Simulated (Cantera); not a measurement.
A closed system holds: 1 mol c-C4F8, 0.019 mol CH4, a varied amount of HCl, equilibrated at 825 K and 0.000110 bar.

Method: chemical equilibrium by Gibbs-energy minimisation in Cantera with the NASA 1993 tables (ideal gas, pure condensed phases). Candidate condensed phases: C, C6H6, C7H8, C8H18; 118 gas species. The feed counts by its element totals alone. Condensed phases not in the tables: fluorocarbon polymer. Gases not in the tables: C2F6 and larger saturated fluorocarbons. The numbers say what is thermodynamically allowed, not how fast it happens.

log p: log10 of the partial pressure in bar; n: condensed amount in mol.

| n(HCl) (mol) | log p CF4 | log p HF | log p HCl | log p Cl2 | n C(graphite) |
|---|---|---|---|---|---|
| 0.037 | -3.98 | -5.31 | -6.00 | -6.40 | 2.04 |
| 0.047 | -3.99 | -5.28 | -5.91 | -6.28 | 2.04 |
| 0.06 | -3.99 | -5.26 | -5.82 | -6.15 | 2.04 |
| 0.077 | -4.00 | -5.22 | -5.73 | -6.03 | 2.05 |
| 0.098 | -4.00 | -5.19 | ___ | ___ | 2.05 |
| 0.13 | -4.01 | -5.14 | -5.52 | -5.80 | 2.05 |
| 0.16 | -4.02 | -5.10 | -5.44 | -5.71 | 2.06 |
| 0.21 | -4.03 | -5.05 | -5.33 | -5.60 | 2.06 |
| 0.26 | -4.04 | -5.00 | -5.24 | -5.52 | 2.07 |
| 0.34 | -4.06 | -4.95 | ___ | ___ | 2.08 |
| 0.43 | -4.08 | -4.90 | -5.04 | -5.35 | 2.09 |

**Question.** Complete the blanks.

**Answer.** 
- 0.34, log p HCl: -5.13
- 0.34, log p Cl2: -5.43
- 0.098, log p HCl: -5.63
- 0.098, log p Cl2: -5.92
